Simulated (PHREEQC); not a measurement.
Make-up at 20 °C: 0.0038 mol/kgw ZnSO4, 0.00014 mol/kgw ZnCl2, 0.00011 mol/kgw NaF and 0.00043 mol/kgw NaCl. Closed to the air; pH follows from the charge balance.

The numbers come from PHREEQC with the ion-association model, wateq4f.dat.

No solid was allowed to form.

### Question
Order these S species by the share of S that they hold, largest first: SO4-2, ZnSO4, Zn(SO4)2-2, NaSO4-.

### Answer
SO4-2 (77 %), ZnSO4 (22 %), Zn(SO4)2-2 (1.1 %), NaSO4- (0.13 %)

### Question
Order these Zn species by the share of Zn that they hold, largest first: Zn+2, ZnSO4, Zn(SO4)2-2.

### Answer
Zn+2 (78 %), ZnSO4 (21 %), Zn(SO4)2-2 (0.53 %)

The pH is 5.95 and the ionic strength 0.0127 mol/kgw. Species that the database lacks are ignored.
